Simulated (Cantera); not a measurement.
Input (Python, Cantera) and output of one run.

```python
import numpy as np
import cantera as ct

gas_names = """
    O
""".split()
cond_names = """
    Fe(a) Fe(c) Fe(d) Fe(L) FeO(s) FeO(L)
""".split()


def load(file, names, dense=False):
    # The tables refer to 1 bar. Condensed volumes are neglected.
    table = {s.name: s for s in ct.Species.list_from_file(file)}
    out = []
    for n in names:
        d = dict(table[n].input_data)
        d["thermo"] = dict(d["thermo"], **{"reference-pressure": 1e5})
        if dense:
            d["equation-of-state"] = {"model": "constant-volume", "density": "1e6 g/cm^3"}
        out.append(ct.Species.from_dict(d))
    return out


species = {s.name: s for s in load("nasa_gas.yaml", gas_names) + load("nasa_condensed.yaml", cond_names)}
# Each term lists the table entries of one substance; the one whose range holds T is used.
reactions = {
    'O(g) + Fe = FeO':
        [(-1, ['O']), (-1, ['Fe(a)', 'Fe(c)', 'Fe(d)', 'Fe(L)']), (1, ['FeO(s)', 'FeO(L)'])],
}


def pick(names, T):
    return next(species[n] for n in names if species[n].thermo.min_temp <= T <= species[n].thermo.max_temp)


results = []
for label, terms in reactions.items():
    print(label)
    print("     T/K   dH/kJ  dS/(J/K)   dG/kJ   log10 K")
    for T in [1500, 1600, 1700, 1800, 1900]:
        used = [(nu, pick(names, T)) for nu, names in terms]
        dH = sum(nu * s.thermo.h(T) for nu, s in used) / 1e6
        dS = sum(nu * s.thermo.s(T) for nu, s in used) / 1e3
        dG = dH - T * dS / 1e3
        logK = -dG * 1e6 / (ct.gas_constant * T * np.log(10))
        results.append((label, T, dH, dS, dG, logK, [s.name for _, s in used]))
        print(f"{T:8g} {dH:8.1f} {dS:8.1f} {dG:8.1f} {logK:8.2f}")
```

It prints:

```
O(g) + Fe = FeO
     T/K   dH/kJ  dS/(J/K)   dG/kJ   log10 K
    1500   -522.9   -128.6   -330.1    11.49
    1600   -522.3   -128.2   -317.2    10.36
    1700   -498.4   -113.7   -305.1     9.38
    1800   -497.9   -113.4   -293.8     8.53
    1900   -511.5   -120.9   -281.8     7.75
```

Cantera with NASA thermochemical tables; ideal gases at 1 bar, condensed phases pure. FeO: taken at fixed stoichiometry. Condensed species are held in their standard states even where they would react or evaporate.
